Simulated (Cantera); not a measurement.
**Adiabatic ignition**

An adiabatic, constant-pressure homogeneous reactor starts with 35.3 % H2, 13.6 % O2, 51.1 % N2, at 1573 K and 5.00 bar.

Detailed kinetics in Cantera: GRI-Mech 3.0 (53 species, 325 reactions). The hydrogen kinetics of GRI-Mech 3.0 are dated; newer H2 mechanisms differ, most at raised pressure. Above 3000 K some thermodynamic fits are extrapolated.

```csv
t (s),T (K),x H2,x O2,x H,x H2O2,x NO2,x NO
5.00e-6,2675,0.105,0.00951,0.0548,7.25e-7,1.86e-8,0.000115
1.70e-5,3027,0.102,0.00417,0.0276,6.94e-7,1.09e-7,0.000642
5.76e-5,3043,0.103,0.00367,0.0259,6.69e-7,3.73e-7,0.00225
0.000196,3036,0.104,0.00338,0.0256,6.34e-7,7.66e-7,0.00479
0.000665,3034,0.104,0.00332,0.0255,6.26e-7,8.47e-7,0.00534
0.00226,3034,0.104,0.00332,0.0255,6.26e-7,8.47e-7,0.00534
0.00766,3034,0.104,0.00332,0.0255,6.26e-7,8.47e-7,0.00534
0.0260,3034,0.104,0.00332,0.0255,6.26e-7,8.47e-7,0.00534
0.0884,3034,0.104,0.00332,0.0255,6.26e-7,8.47e-7,0.00534
0.300,3034,0.104,0.00332,0.0255,6.26e-7,8.47e-7,0.00534
```
x: mole fraction; the columns are a selection and need not sum to one.

| Item | Value |
|---|---|
| time of steepest temperature rise | 2.18 µs |
| temperature at 0.300 s | 3034 K |
| equilibrium temperature | 3034 K |
| x(H2) at 0.300 s | 0.104 (gas-phase equilibrium 0.104) |
| x(O2) at 0.300 s | 0.00332 (gas-phase equilibrium 0.00332) |
| x(H) at 0.300 s | 0.0255 (gas-phase equilibrium 0.0255) |
